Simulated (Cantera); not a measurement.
A Cantera script and what it prints.

```python
import numpy as np
import cantera as ct

gas_names = """
    H H2S
""".split()
cond_names = """
    Na2S(1) Na2S(2) Na2S(L) Na(cr) Na(L)
""".split()


def load(file, names, dense=False):
    # The tables refer to 1 bar. Condensed volumes are neglected.
    table = {s.name: s for s in ct.Species.list_from_file(file)}
    out = []
    for n in names:
        d = dict(table[n].input_data)
        d["thermo"] = dict(d["thermo"], **{"reference-pressure": 1e5})
        if dense:
            d["equation-of-state"] = {"model": "constant-volume", "density": "1e6 g/cm^3"}
        out.append(ct.Species.from_dict(d))
    return out


species = {s.name: s for s in load("nasa_gas.yaml", gas_names) + load("nasa_condensed.yaml", cond_names)}
# Each term lists the table entries of one substance; the one whose range holds T is used.
reactions = {
    'Na2S + 2 H(g) = H2S(g) + 2 Na':
        [(-1, ['Na2S(1)', 'Na2S(2)', 'Na2S(L)']), (-2, ['H']), (1, ['H2S']), (2, ['Na(cr)', 'Na(L)'])],
}


def pick(names, T):
    return next(species[n] for n in names if species[n].thermo.min_temp <= T <= species[n].thermo.max_temp)


results = []
for label, terms in reactions.items():
    print(label)
    print("     T/K   dH/kJ  dS/(J/K)   dG/kJ   log10 K")
    for T in [400, 500, 600, 700, 800, 900, 1000, 1100, 1200]:
        used = [(nu, pick(names, T)) for nu, names in terms]
        dH = sum(nu * s.thermo.h(T) for nu, s in used) / 1e6
        dS = sum(nu * s.thermo.s(T) for nu, s in used) / 1e3
        dG = dH - T * dS / 1e3
        logK = -dG * 1e6 / (ct.gas_constant * T * np.log(10))
        results.append((label, T, dH, dS, dG, logK, [s.name for _, s in used]))
        print(f"{T:8g} {dH:8.1f} {dS:8.1f} {dG:8.1f} {logK:8.2f}")
```

Output:

```
Na2S + 2 H(g) = H2S(g) + 2 Na
     T/K   dH/kJ  dS/(J/K)   dG/kJ   log10 K
     400    -88.2    -12.1    -83.4    10.89
     500    -91.0    -18.4    -81.8     8.55
     600    -94.0    -23.8    -79.7     6.94
     700    -97.0    -28.5    -77.1     5.75
     800   -100.2    -32.6    -74.1     4.84
     900   -103.3    -36.3    -70.6     4.10
    1000   -106.4    -39.6    -66.8     3.49
    1100   -110.0    -43.0    -62.7     2.98
    1200   -116.8    -48.9    -58.1     2.53
```

Cantera with NASA thermochemical tables; ideal gases at 1 bar, condensed phases pure. Condensed species are held in their standard states even where they would react or evaporate.
